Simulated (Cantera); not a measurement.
Input: 1 mol Si2H6, 0.018 mol HCl, 87 mol H2, held at 1075 °C and 0.0240 bar.

Equilibrium computed with Cantera from the NASA thermochemical tables; the gas is ideal and each condensed phase is pure. Candidate condensed phases: Si; 19 gas species. The feed counts by its element totals alone. The numbers say what is thermodynamically allowed, not how fast it happens.

Problem. What is the equilibrium state?

Solution. 
| Property | Result |
|---|---|
| x(H2) | 1.000 |
| x(HCl) | 0.000200 |
| x(H) | 1.50e-5 |
| n(Si(s)) | 2.00 mol |
| gas amount | 90.02 mol |
